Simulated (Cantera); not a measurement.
What does this Cantera script print?

```python
import numpy as np
import cantera as ct

gas = ct.Solution("gri30.yaml")
gas.TPX = 1350, 1000000, {'CH4': 1, 'C2H6': 0.096, 'C3H8': 0.28, 'O2': 1.97, 'N2': 7.39, 'CO2': 2.4}
reactor = ct.IdealGasReactor(gas, energy="on", clone=False)
net = ct.ReactorNet([reactor])
net.rtol, net.atol = 1e-08, 1e-16
show = ['CH4', 'C2H6', 'C3H8', 'NO', 'O', 'C2H']
times = np.geomspace(8e-06, 1, 11)

steps = ct.SolutionArray(gas, extra=["t"])
rows = []
print(f"{'t/s':>10s}{'T/K':>9s}{'P/Pa':>11s}" + "".join(f"{s:>11s}" for s in show))
for t in times:
    while net.time < t:
        t_next = net.step()
        steps.append(gas.state, t=t_next)
    rows.append([np.interp(t, steps.t, y) for y in (steps.T, steps.P, *steps(*show).X.T)])
    print(f"{t:10.3e}{rows[-1][0]:9.1f}{rows[-1][1]:11.4g}" + "".join(f"{x:11.3e}" for x in rows[-1][2:]))
rate = np.gradient(steps.T, steps.t)
print("integrator steps:", len(steps.t))
if steps.T.max() > steps.T[0] + 200:
    print(f"time of steepest temperature rise: {steps.t[rate.argmax()]:.4e} s")
gas.TPX = 1350, 1000000, {'CH4': 1, 'C2H6': 0.096, 'C3H8': 0.28, 'O2': 1.97, 'N2': 7.39, 'CO2': 2.4}
gas.equilibrate("UV")
print(f"equilibrium (UV): T = {gas.T:.1f} K  " + "  ".join(f"{s} {gas[s].X[0]:.3e}" for s in show))
```

Result:

```
       t/s      T/K       P/Pa        CH4       C2H6       C3H8         NO          O        C2H
 8.000e-06   1349.6  9.998e+05  7.610e-02  7.294e-03  2.121e-02  2.546e-15  3.518e-08  1.466e-16
 2.587e-05   1350.5  1.001e+06  7.592e-02  7.290e-03  2.072e-02  4.229e-14  6.489e-08  1.270e-14
 8.365e-05   1357.9  1.009e+06  7.500e-02  7.255e-03  1.860e-02  3.800e-13  1.253e-07  5.631e-13
 2.705e-04   2482.7  2.134e+06  7.430e-08  6.325e-15  1.361e-21  9.036e-05  1.236e-05  2.732e-10
 8.747e-04   2482.4  2.134e+06  1.911e-10  2.531e-20  7.819e-30  1.165e-04  1.238e-05  5.356e-16
 2.828e-03   2482.1  2.134e+06  1.917e-10  2.545e-20  7.878e-30  1.506e-04  1.233e-05  5.358e-16
 9.146e-03   2482.0  2.134e+06  1.919e-10  2.551e-20  7.901e-30  1.631e-04  1.232e-05  5.359e-16
 2.958e-02   2482.0  2.134e+06  1.919e-10  2.551e-20  7.902e-30  1.633e-04  1.232e-05  5.359e-16
 9.564e-02   2482.0  2.134e+06  1.919e-10  2.551e-20  7.902e-30  1.633e-04  1.232e-05  5.359e-16
 3.092e-01   2482.0  2.134e+06  1.919e-10  2.551e-20  7.902e-30  1.633e-04  1.232e-05  5.359e-16
 1.000e+00   2482.0  2.134e+06  1.919e-10  2.551e-20  7.902e-30  1.633e-04  1.232e-05  5.359e-16
integrator steps: 1893
time of steepest temperature rise: 1.9995e-04 s
equilibrium (UV): T = 2482.0 K  CH4 2.104e-10  C2H6 2.974e-20  C3H8 9.421e-30  NO 1.633e-04  O 1.232e-05  C2H 5.745e-16
```

Model: GRI-Mech 3.0 (53 species, 325 reactions), integrated in Cantera.
